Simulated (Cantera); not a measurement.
A Cantera script and what it prints.

```python
import numpy as np
import cantera as ct

gas_names = """
    H HO2 H2 H2O H2O2 O OH O2 O3 Pb PbO Pb2
""".split()
cond_names = """
    H2O(s) H2O(L) Pb(cr) Pb(L) PbO(rd) PbO(yw) PbO(L) PbO2(s) Pb3O4(s)
""".split()


def load(file, names, dense=False):
    # The tables refer to 1 bar. Condensed volumes are neglected.
    table = {s.name: s for s in ct.Species.list_from_file(file)}
    out = []
    for n in names:
        d = dict(table[n].input_data)
        d["thermo"] = dict(d["thermo"], **{"reference-pressure": 1e5})
        if dense:
            d["equation-of-state"] = {"model": "constant-volume", "density": "1e6 g/cm^3"}
        out.append(ct.Species.from_dict(d))
    return out


gas = ct.Solution(thermo="ideal-gas", species=load("nasa_gas.yaml", gas_names))
cond = {s.name: ct.Solution(thermo="fixed-stoichiometry", species=[s], name=s.name)
        for s in load("nasa_condensed.yaml", cond_names, dense=True)}
atoms = {
    'PbO': {'Pb': 1, 'O': 1},
    'H2': {'H': 2},
}
top_T = {'Pb3O4(s)': 820}  # K; cautious upper limits of use, not melting points


def equilibrate(T, P, feed):
    n = {}
    for name, mol in feed.items():
        for a, k in atoms[name].items():
            n[a] = n.get(a, 0.0) + k * mol
    gas.TPX = T, P, n
    mass = sum(n.values()) * gas.mean_molecular_weight
    gas.equilibrate("TP")
    valid = [c for c in cond.values() if c.min_temp <= T <= top_T.get(c.name, c.max_temp)]
    mix = ct.Mixture([(gas, mass / gas.mean_molecular_weight)] + [(c, 0.0) for c in valid])
    mix.T, mix.P = T, P
    mix.equilibrate("TP", solver="vcs", rtol=1e-11, max_steps=5000)
    return mix


results = []
feed = {'PbO': 1, 'H2': 0.11}  # mol
T = 450  # K
P = 860  # Pa
mix = equilibrate(T, P, feed)
results.append((T, P, feed, dict(zip(mix.species_names, mix.species_moles))))
x = sorted(zip(gas.X, gas.species_names), reverse=True)
print(f"T = {T:g} K  P = {P:g} Pa  gas = {mix.phase_moles(0):.4g} mol")
print("   x: " + "  ".join(f"{s} {v:.3e}" for v, s in x if v > 0.001))
print("   condensed (mol): " + ("  ".join(f"{mix.phase(i).name} {mix.phase_moles(i):.4g}"
      for i in range(1, mix.n_phases) if mix.phase_moles(i) > 1e-12) or "none"))
```

Output:

```
T = 450 K  P = 860 Pa  gas = 0.11 mol
   x: H2O 1.000e+00
   condensed (mol): Pb(cr) 0.11  PbO(rd) 0.89
```

Method: chemical equilibrium by Gibbs-energy minimisation in Cantera with the NASA 1993 tables (ideal gas, pure condensed phases).
